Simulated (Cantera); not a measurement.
**Gas-phase reforming**

An isothermal, constant-pressure homogeneous reactor starts with CH4 : CO2 : H2 = 1 : 0.67 : 0.17 (molar parts), at 1375 K and 17.0 bar.

Computed with Cantera and GRI-Mech 3.0 (53 species, 325 reactions). The pressure lies above the range GRI-Mech 3.0 was tuned for (to about 10 atm).

| t (s) | x CH4 | x CO2 | x H2 | x CH2O | x HCO |
|---|---|---|---|---|---|
| 2.00e-5 | 0.543 | 0.364 | 0.0924 | 5.54e-11 | <1e-12 |
| 6.32e-5 | 0.543 | 0.364 | 0.0924 | 1.10e-9 | <1e-12 |
| 0.000200 | 0.543 | 0.364 | 0.0924 | 7.53e-9 | <1e-12 |
| 0.000632 | 0.543 | 0.364 | 0.0924 | 2.67e-8 | <1e-12 |
| 0.00200 | 0.543 | 0.364 | 0.0925 | 6.92e-8 | <1e-12 |
| 0.00632 | 0.542 | 0.364 | 0.0927 | 1.18e-7 | 2.61e-12 |
| 0.0200 | 0.540 | 0.362 | 0.0938 | 1.40e-7 | 7.72e-12 |
| 0.0632 | 0.531 | 0.358 | 0.0977 | 1.49e-7 | 2.56e-11 |
| 0.200 | 0.503 | 0.342 | 0.108 | 1.76e-7 | 1.07e-10 |
| 0.632 | 0.439 | 0.288 | 0.118 | 2.94e-7 | 5.71e-10 |
| 2.00 | 0.350 | 0.182 | 0.103 | 5.75e-7 | 1.76e-9 |
| 6.32 | 0.326 | 0.145 | 0.105 | 6.32e-7 | 2.43e-9 |
| 20.0 | 0.329 | 0.130 | 0.122 | 5.61e-7 | 3.04e-9 |
| 63.2 | 0.319 | 0.103 | 0.158 | 5.39e-7 | 4.22e-9 |
| 200 | 0.283 | 0.0691 | 0.219 | 6.44e-7 | 5.93e-9 |
x: mole fraction; the columns are a selection and need not sum to one.

Equilibrium at this temperature and pressure: CH4 0.108, CO2 0.00112, H2 0.469, CH2O 1.53e-6, HCO 1.13e-8 (gas phase only).
